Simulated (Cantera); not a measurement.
An isothermal, constant-pressure homogeneous reactor starts with 9.09 % H2, 90.9 % O2, equivalence ratio 0.050, at 1125 K and 0.0370 bar.

Computed with Cantera and the H2/O2 subset of GRI-Mech 3.0, which has no nitrogen chemistry. Radical loss at walls, strong at low pressure, is not modelled. The temperature is held fixed by assumption; the heat of reaction is taken as removed at once.

One state of this run: x H2 = 6.62e-9; x O2 = 0.905; x HO2 = 5.04e-9; x H2O = 0.0952; x H2O2 = 9.27e-10; x H = 9.72e-11; x O = 1.21e-7. x: mole fraction; the columns are a selection and need not sum to one.

Which value of t (s) does it belong to?
(A) 2.00e-5
(B) 8.70
(C) 28.3
(D) 0.00225

B, 8.70
